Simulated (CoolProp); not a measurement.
Aqueous propylene glycol as a coolant, 35 % by mass, freezing at -16.3 °C, 1 atm.

Model: Melinder's fits for secondary coolants, in CoolProp.

```json
[
 {"T (°C)": "-12", "Prandtl number": "174", "viscosity (mPa s)": "18.9", "density (kg/m³)": "1041", "cp (kJ/(kg K))": "?"},
 {"T (°C)": "-4.7", "Prandtl number": "110", "viscosity (mPa s)": "12.0", "density (kg/m³)": "1039", "cp (kJ/(kg K))": "3.712"},
 {"T (°C)": "2.6", "Prandtl number": "?", "viscosity (mPa s)": "?", "density (kg/m³)": "1036", "cp (kJ/(kg K))": "3.734"},
 {"T (°C)": "10", "Prandtl number": "50.3", "viscosity (mPa s)": "?", "density (kg/m³)": "1033", "cp (kJ/(kg K))": "3.756"},
 {"T (°C)": "17.3", "Prandtl number": "36.2", "viscosity (mPa s)": "4.03", "density (kg/m³)": "1030", "cp (kJ/(kg K))": "?"},
 {"T (°C)": "24.6", "Prandtl number": "27.0", "viscosity (mPa s)": "?", "density (kg/m³)": "1026", "cp (kJ/(kg K))": "3.799"},
 {"T (°C)": "31.9", "Prandtl number": "20.8", "viscosity (mPa s)": "?", "density (kg/m³)": "1022", "cp (kJ/(kg K))": "3.821"}
]
```

### Question
Fill in the missing entries.

### Answer

- -12, cp (kJ/(kg K)): 3.690
- 2.6, Prandtl number: 73.0
- 2.6, viscosity (mPa s): 8.01
- 10, viscosity (mPa s): 5.55
- 17.3, cp (kJ/(kg K)): 3.778
- 24.6, viscosity (mPa s): 3.02
- 31.9, viscosity (mPa s): 2.35
